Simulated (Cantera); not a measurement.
A perfectly stirred reactor is fed with H2 : O2 : N2 = 1.1 : 1 : 1.6 (molar parts), at 89000 Pa; it is held at 1075 K, and followed from long to short residence time.

Model: the H2/O2 subset of GRI-Mech 3.0, which has no nitrogen chemistry, integrated in Cantera. The temperature is held fixed by assumption; the heat of reaction is taken as removed at once.

Problem. Predict: x(H2) at τ = 3.10 s; x(O2) at τ = 3.10 s; x(OH) at τ = 3.10 s; x(H2O2) at τ = 3.10 s; x(O) at τ = 3.10 s; x(H2) at τ = 0.120 s; x(O2) at τ = 0.120 s; x(OH) at τ = 0.120 s; x(H2O2) at τ = 0.120 s; x(O) at τ = 0.120 s.

Solution. 
| Quantity | Result |
|---|---|
| x(H2) at τ = 3.10 s | 0.00248 |
| x(O2) at τ = 3.10 s | 0.144 |
| x(OH) at τ = 3.10 s | 2.78e-6 |
| x(H2O2) at τ = 3.10 s | 1.81e-5 |
| x(O) at τ = 3.10 s | 8.24e-7 |
| x(H2) at τ = 0.120 s | 0.0222 |
| x(O2) at τ = 0.120 s | 0.152 |
| x(OH) at τ = 0.120 s | 7.19e-6 |
| x(H2O2) at τ = 0.120 s | 0.000216 |
| x(O) at τ = 0.120 s | 5.44e-6 |
